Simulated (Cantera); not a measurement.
# Thermodynamics of abatement and gas-phase synthesis, feed CO2 + H2 + H2O

A closed system holds: 1 mol CO2, 0.064 mol H2, 4.1 mol H2O, at 260000 Pa.

These are equilibrium values from Cantera (NASA tables, ideal gas, pure condensed phases), not measurements of a reactor. Candidate condensed phases: C, C6H6, C7H8, C8H18, H2O; 131 gas species. Ions and electrons are included (thermal ionisation). The numbers say what is thermodynamically allowed, not how fast it happens.

| T (K) | x H2O | x H | x O | x CO2 | x OH | x H2 | x CO | x O2 |
|---|---|---|---|---|---|---|---|---|
| 2000 | 0.798 | 8.22e-5 | 8.91e-6 | 0.186 | 0.000986 | 0.00665 | 0.00711 | 0.000461 |
| 2250 | 0.786 | 0.000481 | 0.000158 | 0.179 | 0.00521 | 0.0109 | 0.0135 | 0.00479 |
| 2500 | 0.754 | 0.00233 | 0.00112 | 0.159 | 0.0163 | 0.0223 | 0.0292 | 0.0156 |
| 2750 | 0.691 | 0.00875 | 0.00497 | 0.128 | 0.0382 | 0.0425 | 0.0539 | 0.0325 |
| 3000 | 0.591 | 0.0263 | 0.0160 | 0.0898 | 0.0716 | 0.0721 | 0.0812 | 0.0518 |
| 3250 | 0.455 | 0.0649 | 0.0402 | 0.0549 | 0.110 | 0.106 | 0.101 | 0.0671 |
| 3500 | 0.302 | 0.133 | 0.0823 | 0.0297 | 0.140 | 0.132 | 0.108 | 0.0725 |
| 3750 | 0.165 | 0.229 | 0.141 | 0.0145 | 0.146 | 0.136 | 0.103 | 0.0655 |
| 4000 | 0.0729 | 0.333 | 0.206 | 0.00670 | 0.125 | 0.114 | 0.0932 | 0.0496 |
| 4250 | 0.0266 | 0.423 | 0.261 | 0.00304 | 0.0898 | 0.0805 | 0.0842 | 0.0322 |
| 4500 | 0.00868 | 0.485 | 0.300 | 0.00142 | 0.0577 | 0.0511 | 0.0780 | 0.0189 |
| 4750 | 0.00276 | 0.523 | 0.323 | 0.000698 | 0.0353 | 0.0309 | 0.0744 | 0.0106 |
| 5000 | 0.000907 | 0.545 | 0.336 | 0.000365 | 0.0214 | 0.0186 | 0.0723 | 0.00598 |
x: gas mole fraction; nothing condenses.

From 2000 K to 5000 K nothing is condensed. The main C-bearing gas is CO2 at 2000 K and CO at 5000 K.
